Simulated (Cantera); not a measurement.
Feed: 1 mol SiHCl3, 2.5 mol HCl, 120 mol H2, equilibrated at 1398.15 K and 75.0 Torr.

These are equilibrium values from Cantera (NASA tables, ideal gas, pure condensed phases), not measurements of a reactor. Candidate condensed phases: Si; 19 gas species. The tables' values for SiCl3 are old estimates; treat these amounts as uncertain. Equilibrium is a limit: real reactors are often held back by kinetics, nucleation or transport.

**Question.** What is the equilibrium state?

**Answer.** 
```json
{
  "x(H2)": "0.960",
  "x(HCl)": "0.0353",
  "x(SiCl2)": "0.00382",
  "x(SiCl3)": "0.000220",
  "x(SiHCl3)": "0.000103",
  "x(SiCl4)": "5.38e-5",
  "x(SiH2Cl2)": "2.95e-5",
  "x(H)": "1.47e-5",
  "x(SiH3Cl)": "2.44e-6",
  "n(Si(s))": "0.473 mol",
  "gas_amount": "124.5 mol"
}
```
